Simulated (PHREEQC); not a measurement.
Dissolve 25 mmol/kgw MgCl2, 8.9 mmol/kgw NaHCO3 and 0.052 mmol/kgw H4SiO4 at 75 °C. Closed to the air; pH follows from the charge balance.

Model: ion-association model, phreeqc.dat, run in PHREEQC.

Problem. The ionic strength comes out as 0.0806 mol/kgw. What activity coefficients do MgHCO3+, HCO3-, MgOH+, OH-, Mg+2 get?

Solution. MgHCO3+ 0.77, HCO3- 0.78, MgOH+ 0.80, OH- 0.76, Mg+2 0.39.

No solid was allowed to form. At this temperature some constants are extrapolated from 25 °C, and those without enthalpy data are left unchanged.
